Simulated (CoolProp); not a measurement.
n-dodecane along the isobar 472 kPa: fugacity coefficient from the reference equation and from simpler models built on Tc = 658.1 K, pc = 1818 kPa, ω = 0.574; each cubic takes its own stable root.

Model: reference Helmholtz-energy equation of state, Lemmon 2004, in CoolProp. It is a short technical equation, of lower accuracy than the large ones.

| T (K) | phase | reference | van der Waals | Redlich-Kwong | Peng-Robinson |
|---|---|---|---|---|---|
| 291.5 | liquid | 2.239e-5 | 0.04771 | 0.001448 | 3.015e-5 |
| 324.2 | liquid | 0.0002790 | 0.1001 | 0.007417 | 0.0003323 |
| 356.9 | liquid | 0.001972 | 0.1824 | 0.02602 | 0.002185 |
| 389.6 | liquid | 0.009243 | 0.2990 | 0.06970 | 0.009824 |
| 422.4 | liquid | 0.03199 | 0.4523 | 0.1534 | 0.03326 |
| 455.1 | liquid | 0.08721 | 0.6406 | 0.2899 | 0.08983 |
| 487.8 | liquid | 0.1980 | 0.8438 | 0.4877 | 0.2035 |
| 520.5 | liquid | 0.3883 | 0.8658 | 0.7478 | 0.3998 |
| 553.3 | liquid | 0.6770 | 0.8838 | 0.8573 | 0.6989 |
| 586 | gas | 0.8420 | 0.8986 | 0.8786 | 0.8559 |

At some of these states van der Waals, Redlich-Kwong gives the other phase, because its saturation line lies elsewhere.
